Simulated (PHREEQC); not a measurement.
Solution A (2.5 mmol/kgw CdBr2) is mixed with solution B (0.026 mol MgCl2, 0.0058 mol CO2 and 0.02 mol KCl per kg of water) at 25 °C; shares are by mass of water, 1 kg in all. O2 is buffered at 0.21 atm. The system is closed to CO2. The run lets Brucite, Nesquehonite, Cd(OH)2, Otavite, CdOHCl precipitate or redissolve, and no other solid.

Equilibrium calculation in PHREEQC: ion-association model, wateq4f.dat.

```tsv
share of solution B	pH	Cd+2 (mol/kgw)	CdBr+ (mol/kgw)
0	6.47	0.00172	0.000769
0.1	4.79	0.00127	0.000464
0.2	?	?	0.000294
0.3	4.54	0.000754	0.000188
0.4	4.47	?	?
0.5	4.42	?	7.20e-5
0.6	4.38	0.000327	?
0.7	4.34	0.000228	2.06e-5
0.8	4.31	?	8.30e-6
0.9	?	6.66e-5	1.89e-6
1	4.26	0	0
```

Task: Fill in the missing entries.

Result: 
- 0.2, pH: 4.63
- 0.2, Cd+2 (mol/kgw): 0.000973
- 0.4, Cd+2 (mol/kgw): 0.000583
- 0.4, CdBr+ (mol/kgw): 0.000119
- 0.5, Cd+2 (mol/kgw): 0.000444
- 0.6, CdBr+ (mol/kgw): 4.09e-5
- 0.8, Cd+2 (mol/kgw): 0.000142
- 0.9, pH: 4.28
